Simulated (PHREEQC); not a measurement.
# Brackish or sea water

A made-up water analysis in mg/kgw, 25 °C, pH 7.24, pe 0.2:

```csv
constituent,mg/kgw
Na,5200
K,599
Ca,214
Mg,279
Cl,8210
S(6) as SO4,1980
Alkalinity as HCO3,6.06
Br,2.23
```

Valence states are taken as typed.

Model: ion-association model, wateq4f.dat, run in PHREEQC.

Precipitation was switched off in this run.

Task: What ionic strength does the model give?

Result: ionic strength 0.291 mol/kgw.

Task: In which forms is Ca present?

Result: Ca+2 84 %, CaSO4 16 % of the Ca.
